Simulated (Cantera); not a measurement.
**Ignition delay**

Mixture: 5.57 % CH4, 15.3 % O2, 57.4 % N2, 21.7 % H2O, equivalence ratio 0.73, at 500000 Pa, adiabatic and at constant pressure. Ignition delay is the time to a rise of 400 K.

Model: GRI-Mech 3.0 (53 species, 325 reactions), integrated in Cantera.

```csv
T0 (K),delay (ms)
1300,3.43
1350,2.03
1400,1.21
1450,0.731
1500,0.443
1550,0.271
1600,0.168
```

The apparent activation energy between 1500 and 1600 K is 190 kJ/mol.
